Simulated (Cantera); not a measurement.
A Cantera script and what it prints.

```python
import numpy as np
import cantera as ct

gas_names = [...]  # 123 gases of nasa_gas.yaml made of C, H, O, Si
cond_names = """
    C(gr) C6H6(L) C7H8(L) C8H18(L),n-octa H2O(s) H2O(L) Si(cr) Si(L) SiC(b) SiO2(Lqz) SiO2(hqz) SiO2(L)
""".split()


# ... load() reads the species with a 1 bar reference pressure and builds the phases ...
atoms = {
    'SiO2': {'Si': 1, 'O': 2},
    'C': {'C': 1},
    'H2': {'H': 2},
    'Si': {'Si': 1},
}
top_T = {'C(gr)': 4500, 'SiC(b)': 3050}  # K; cautious upper limits of use, not melting points


# ... equilibrate(T, P, feed) seeds the gas with the atoms and calls Mixture.equilibrate('TP', solver="vcs", rtol=1e-11, max_steps=5000) ...
results = []
feed = {'SiO2': 1, 'C': 0.13, 'H2': 0.058, 'Si': 0.29}  # mol
T = 1823  # K
P = 2900  # Pa
mix = equilibrate(T, P, feed)
results.append((T, P, feed, dict(zip(mix.species_names, mix.species_moles))))
print(gas.report(threshold=1e-06))
for i in range(1, mix.n_phases):
    print(f"{mix.phase(i).name:16s} {mix.phase_moles(i):12.5e} mol")
```

Result:

```
       temperature   1823 K
          pressure   2900 Pa
           density   0.007467 kg/m^3
  mean mol. weight   39.027 kg/kmol
   phase of matter   gas

                          1 kg             1 kmol
                     ---------------   ---------------
          enthalpy       -1.0905e+06        -4.256e+07  J
   internal energy       -1.4789e+06       -5.7717e+07  J
           entropy              7680        2.9973e+05  J/K
    Gibbs function       -1.5091e+07       -5.8896e+08  J
 heat capacity c_p            941.66             36750  J/K
 heat capacity c_v            728.62             28436  J/K

                      mass frac. Y      mole frac. X     chem. pot. / RT
                     ---------------   ---------------   ---------------
                CO           0.10386           0.14472           -40.157
               CO2         6.218e-06        5.5141e-06           -72.805
                 H        1.6654e-05        0.00064481           -12.737
                H2         0.0033182          0.064235           -25.475
               H2O        4.4184e-06        9.5719e-06           -58.123
                Si        1.9367e-05        2.6912e-05           -7.0801
               SiH         9.252e-07        1.2411e-06           -19.818
               SiO           0.89277           0.79036           -39.728
     [ +115 minor]        8.5649e-07         7.612e-07

C(gr)             0.00000e+00 mol
Si(L)             0.00000e+00 mol
SiC(b)            0.00000e+00 mol
SiO2(L)           5.80012e-01 mol
```

Equilibrium computed with Cantera from the NASA thermochemical tables; the gas is ideal and each condensed phase is pure. The tables hold silica as quartz up to 1696 K and as liquid above; real silica turns to tridymite and cristobalite and melts near 1996 K.
